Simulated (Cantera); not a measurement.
Thermodynamics of roasting and sulfation, feed FeS2 + SO2 + H2O

Charge: 1 mol FeS2, 0.15 mol SO2, 5.9 mol H2O, equilibrated at 1473.15 K.

Method: chemical equilibrium by Gibbs-energy minimisation in Cantera with the NASA 1993 tables (ideal gas, pure condensed phases). Candidate condensed phases: Fe, FeO, Fe(OH)2, Fe(OH)3, FeS, FeSO4, FeS2, Fe2O3, Fe2(SO4)3, Fe3O4, H2O, H2SO4, S; 22 gas species. Metal and sulfide melt together well below either melting point, which pure phases cannot show. Mutual solubility and eutectic melting of coexisting phases are not modelled. The tables' stoichiometric FeO is somewhat more stable than real wüstite, so its field is too wide. FeO, FeS: taken at fixed stoichiometry. Kinetics and transport are ignored.

```
P (Pa)   log p H2O  log p H2  log p S2  log p SO2  log p H2S  n FeO(s)  n FeS(l)
-------  ---------  --------  --------  ---------  ---------  --------  --------
1000         -2.20     -2.75     -3.05      -3.18      -3.65     0.768     0.232
4600         -1.48     -2.26     -2.59      -2.49      -2.94     0.301     0.699
21000        -0.78     -1.79     -2.14      -1.81      -2.24   0.00459     0.995
96000        -0.11     -1.28     -1.52      -1.18      -1.42         0     1.000
440000        0.55     -0.79     -0.93      -0.53      -0.64         0     1.000
2000000       1.22     -0.32     -0.37       0.12       0.11         0     1.000
```
log p: log10 of the partial pressure in bar; n: condensed amount in mol.

From 10.0 mbar to 0.210 bar the condensed part is FeO(s) + FeS(l). From 0.960 bar to 20.0 bar the condensed part is FeS(l). The main Fe-bearing gas is Fe(OH)2 throughout.
